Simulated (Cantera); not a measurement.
Feed: 1 mol BCl₃, a varied amount of O₂, equilibrated at 1125 °C and 0.490 bar.

Method: chemical equilibrium by Gibbs-energy minimisation in Cantera with the NASA 1993 tables (ideal gas, pure condensed phases). Candidate condensed phases: B, B₂O₃; 18 gas species. The tables' values for BOCl are old estimates; treat these amounts as uncertain. Kinetics and transport are ignored.

### Question
At 7.2 mol O₂, list the 4 most abundant gas species with their mole fractions, and the condensed phases.

### Answer
O₂ 0.804, Cl₂ 0.178, Cl 0.0169, ClO 0.000300. Condensed: B₂O₃(l).
